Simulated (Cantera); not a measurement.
## Stirred combustor or abatement burner

A perfectly stirred reactor is fed with CH₄ : O₂ : N₂ = 1 : 3.45 : 22.1 (molar parts), equivalence ratio 0.58, at 1.88 atm; it is adiabatic with a 523 K inlet, and is followed from long to short residence time, starting on the burning branch (τ in s: 0.12, 0.055, 0.024, 0.011, 0.0049, 0.0022, 0.00097, 0.00043, 0.00019, 8.6e-05, 3.8e-05, 1.7e-05, 7.7e-06).

Model: GRI-Mech 3.0 (53 species, 325 reactions), integrated in Cantera.

| τ (s) | T (K) | x CH₄ | x O₂ | x HCN | x C₂H | x CH₂O | x H | x N₂O |
|---|---|---|---|---|---|---|---|---|
| 0.12 | 1408 | 3.41e-5 | 0.0548 | 1.66e-9 | <1e-12 | 2.51e-6 | 2.29e-6 | 1.24e-6 |
| 0.055 | 1405 | 5.87e-5 | 0.0550 | 2.02e-9 | 1.48e-12 | 4.49e-6 | 4.82e-6 | 1.26e-6 |
| 0.024 | 1399 | 0.000107 | 0.0553 | 2.52e-9 | 2.54e-12 | 8.46e-6 | 1.05e-5 | 1.13e-6 |
| 0.011 | 1388 | 0.000199 | 0.0560 | 3.45e-9 | 4.01e-12 | 1.59e-5 | 2.09e-5 | 9.28e-7 |
| 0.0049 | 1359 | 0.000482 | 0.0580 | 5.13e-9 | 6.93e-12 | 3.77e-5 | 3.78e-5 | 6.12e-7 |
| 0.0022 | 523 | 0.0377 | 0.130 | <1e-12 | <1e-12 | <1e-12 | <1e-12 | <1e-12 |
| 0.00097 | 523 | 0.0377 | 0.130 | <1e-12 | <1e-12 | <1e-12 | <1e-12 | <1e-12 |
| 0.00043 | 523 | 0.0377 | 0.130 | <1e-12 | <1e-12 | <1e-12 | <1e-12 | <1e-12 |
| 0.00019 | 523 | 0.0377 | 0.130 | <1e-12 | <1e-12 | <1e-12 | <1e-12 | <1e-12 |
| 8.6e-5 | 523 | 0.0377 | 0.130 | <1e-12 | <1e-12 | <1e-12 | <1e-12 | <1e-12 |
| 3.8e-5 | 523 | 0.0377 | 0.130 | <1e-12 | <1e-12 | <1e-12 | <1e-12 | <1e-12 |
| 1.7e-5 | 523 | 0.0377 | 0.130 | <1e-12 | <1e-12 | <1e-12 | <1e-12 | <1e-12 |
| 7.7e-6 | 523 | 0.0377 | 0.130 | <1e-12 | <1e-12 | <1e-12 | <1e-12 | <1e-12 |
x: mole fraction; the columns are a selection and need not sum to one.
